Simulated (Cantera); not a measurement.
Source: NASA polynomial tables (part measured, part estimated), evaluated in Cantera. Values are per mole of reaction as written; species without (g) are pure solids or liquids, kept so even where they would boil at 1 bar. TaC: taken at fixed stoichiometry.

Ta + H2O(g) + CO(g) ⇌ H2O2(g) + TaC, with ΔH° = 71.9 kJ and ΔS° = -151.1 J/K at 300 K.

Question: How far is the shortcut ΔG° ≈ ΔH°(300 K) − T·ΔS°(300 K) from the full temperature-dependent value at 875, 975, 1075, 1175, 1275, 1375, 1475 K?

Answer: 
```tsv
T (K)	shortcut (kJ)	full (kJ)	difference (kJ)	difference in log10 K
875	204.2	204.1	0.0	0.00
975	219.3	218.9	0.3	-0.02
1075	234.4	233.6	0.8	-0.04
1175	249.5	248.1	1.4	-0.06
1275	264.6	262.6	2.0	-0.08
1375	279.7	276.9	2.8	-0.11
1475	294.8	291.2	3.6	-0.13
```
The shortcut ignores the heat-capacity change of the reaction.
